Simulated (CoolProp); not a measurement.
Vapour-liquid equilibrium of CHF3 (R23) (1) + propylene (2) at -30.15 °C; x and y are mole fractions of (1).

Computed with CoolProp (multi-fluid Helmholtz-energy mixture model, Penoncello 2003 and Lemmon 2013; pair parameters Bell 2016).

Question: Give the bubble pressure and the first vapour's composition at x = 0.5, 0.65, 0.95. Is there an azeotrope?

Answer: x = 0.5: 808.6 kPa, y = 0.802; x = 0.65: 877.6 kPa, y = 0.842; x = 0.95: 990.1 kPa, y = 0.962. No azeotrope shows between x = 0.05 and 0.95.

The pair parameters rest on a limited set of measurements; away from them the model extrapolates. With so large a gap from Raoult's law the liquid may split in two, which this calculation doesn't test in full.
